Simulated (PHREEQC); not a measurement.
Dissolve 0.0015 mol ZnCl2 and 2.4e-05 mol Na2HAsO4 per kg of water at 35 °C. Closed to the air; pH follows from the charge balance.

The numbers come from PHREEQC with the ion-association model, wateq4f.dat.

Each row changes one thing in this solution. This is a speciation only: nothing precipitates in the calculation.

| case | pH | H2AsO4- (mol/kgw) | ZnOH+ (mol/kgw) | ZnCl+ (mol/kgw) | HAsO4-2 (mol/kgw) | ZnOHCl (mol/kgw) | SI of Zincite(c) (ZnO) |
|---|---|---|---|---|---|---|---|
| as made | 6.74 | 1.61e-5 | 1.48e-5 | 1.36e-5 | 7.88e-6 | 5.53e-7 | -0.10 |
| diluted 2-fold with water | 6.73 | 8.25e-6 | 7.75e-6 | 3.70e-6 | 3.75e-6 | 1.51e-7 | -0.38 |
| ZnCl2 from 0.0015 to 0.00225 mol/kgw | 6.61 | 1.74e-5 | 1.60e-5 | 2.90e-5 | 6.65e-6 | 8.67e-7 | -0.20 |
| temperature from 35 to 25 °C | 6.92 | 1.39e-5 | 1.11e-5 | 9.00e-6 | 1.01e-5 | 8.66e-7 | -0.24 |
| 0.00019 mol/kgw Na2SO4 added | 6.74 | 1.60e-5 | 1.47e-5 | 1.32e-5 | 8.04e-6 | 5.43e-7 | -0.10 |

The database has no arsenate complexes of Zn.
